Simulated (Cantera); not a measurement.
# Gas activation for diamond growth

An isothermal, constant-pressure homogeneous reactor starts with CH4 : H2 : CO2 = 0.015 : 1 : 0.029 (molar parts), at 1675 K and 0.0987 atm.

Model: GRI-Mech 3.0 (53 species, 325 reactions), integrated in Cantera.

```tsv
t (s)	x CH4	x H2	x CO2	x C2H6	x H2O2
2.00e-6	0.0144	0.958	0.0278	<1e-12	<1e-12
1.03e-5	0.0144	0.958	0.0278	<1e-12	<1e-12
5.28e-5	0.0144	0.958	0.0278	2.07e-12	<1e-12
0.000271	0.0144	0.958	0.0278	1.92e-10	<1e-12
0.00139	0.0144	0.958	0.0277	1.27e-8	<1e-12
0.00717	0.0143	0.957	0.0268	2.67e-7	<1e-12
0.0368	0.0140	0.947	0.0172	6.64e-7	<1e-12
0.189	0.0125	0.932	0.00154	5.51e-7	<1e-12
0.973	0.00812	0.934	0.000242	2.39e-7	<1e-12
5.00	0.00328	0.937	0.000238	4.27e-8	<1e-12
```
x: mole fraction; the columns are a selection and need not sum to one.

Equilibrium at this temperature and pressure: CH4 1.76e-8, H2 0.946, CO2 0.000168, C2H6 <1e-12, H2O2 <1e-12 (gas phase only).
